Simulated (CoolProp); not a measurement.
Vapour-liquid equilibrium of R134a (1) + R245fa (2) at -36.65 °C; x and y are mole fractions of (1).

Values from CoolProp's multi-fluid Helmholtz-energy mixture model, Tillner-Roth 1994 and Akasaka 2015; pair parameters Akasaka 2014.

Task: Give the bubble pressure and the first vapour's composition at x = 0.2, 0.8, 0.95. Is there an azeotrope?

Result: x = 0.2: 0.1810 bar, y = 0.674; x = 0.8: 0.5000 bar, y = 0.969; x = 0.95: 0.5814 bar, y = 0.993. No azeotrope shows between x = 0.05 and 0.95.

The pair parameters rest on a limited set of measurements; away from them the model extrapolates.
